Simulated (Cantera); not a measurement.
Input: 1 mol PH3, 1.8 mol H2, 3.1 mol O2, at 1798 K and 38000 Pa.

These are equilibrium values from Cantera (NASA tables, ideal gas, pure condensed phases), not measurements of a reactor. Candidate condensed phases: H2O, P, P4O10; 17 gas species. Gases not in the tables: HPO2, HPO3 and P4O6. The numbers say what is thermodynamically allowed, not how fast it happens.

Base state: H2O 0.833, O2 0.0632, PO2 0.0519, P4O10 0.0502, OH 0.00185, H2 0.000284, O 4.87e-5, PO 1.00e-5 (mole fractions); condensed: gas only.

Question: What changes in the equilibrium state with this change: temperature from 1798 K to 2750 K?

Answer: 
```json
[
 {"species": "H2O", "before": "0.833", "after": "0.539"},
 {"species": "PO2", "before": "0.0519", "after": "0.174"},
 {"species": "O2", "before": "0.0632", "after": "0.0983"},
 {"species": "OH", "before": "0.00185", "after": "0.0719"},
 {"species": "P4O10", "before": "0.0502", "after": "<1e-9"},
 {"species": "H", "before": "9.63e-6", "after": "0.0248"},
 {"species": "PO", "before": "1.00e-5", "after": "0.0189"},
 {"species": "O", "before": "4.87e-5", "after": "0.0226"},
 {"species": "H2", "before": "0.000284", "after": "0.0499"},
 {"species": "HO2", "before": "1.06e-6", "after": "2.67e-5"}
]
```

Question: What changes in the equilibrium state with this change: PH3 replaced by CS2?

Answer: 
```json
[
 {"species": "H2O", "before": "0.833", "after": "0.346"},
 {"species": "SO2", "before": "0", "after": "0.317"},
 {"species": "CO2", "before": "0", "after": "0.149"},
 {"species": "CO", "before": "0", "after": "0.0708"},
 {"species": "PO2", "before": "0.0519", "after": "0"},
 {"species": "P4O10", "before": "0.0502", "after": "0"},
 {"species": "S2", "before": "0", "after": "0.0481"},
 {"species": "SO", "before": "0", "after": "0.0144"},
 {"species": "O2", "before": "0.0632", "after": "4.76e-7"},
 {"species": "H2", "before": "0.000284", "after": "0.0431"},
 {"species": "H2S", "before": "0", "after": "0.00634"},
 {"species": "S2O", "before": "0", "after": "0.00215"}
]
```
Further candidate phases: C, C6H6, C7H8, C8H18, H2SO4, S.
